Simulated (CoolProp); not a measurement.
Aqueous ammonia as a coolant, at 8 °C, 1 atm.

Model: Melinder's fits for secondary coolants, in CoolProp.

| mass % | freezing point (°C) | viscosity (mPa s) | cp (kJ/(kg K)) | density (kg/m³) | conductivity (W/(m K)) |
|---|---|---|---|---|---|
| 5.9 | -7.3 | 1.51 | 4.201 | 975.9 | 0.535 |
| 7.6 | -9.8 | 1.53 | 4.203 | 969.5 | 0.525 |
| 9.3 | -12.4 | 1.55 | 4.205 | 963.4 | 0.514 |
| 11 | -15.3 | 1.58 | 4.208 | 957.4 | 0.504 |
| 12.7 | -18.5 | 1.62 | 4.210 | 951.6 | 0.494 |
| 14.4 | -22.0 | 1.66 | 4.213 | 946.0 | 0.485 |
| 16.1 | -25.8 | 1.70 | 4.215 | 940.5 | 0.476 |
| 17.8 | -30.1 | 1.74 | 4.218 | 935.1 | 0.468 |
| 19.5 | -34.9 | 1.76 | 4.221 | 929.9 | 0.460 |
| 21.2 | -40.4 | 1.78 | 4.224 | 924.7 | 0.453 |
| 22.9 | -46.6 | 1.77 | 4.228 | 919.7 | 0.447 |
| 24.6 | -53.7 | 1.76 | 4.232 | 914.7 | 0.442 |
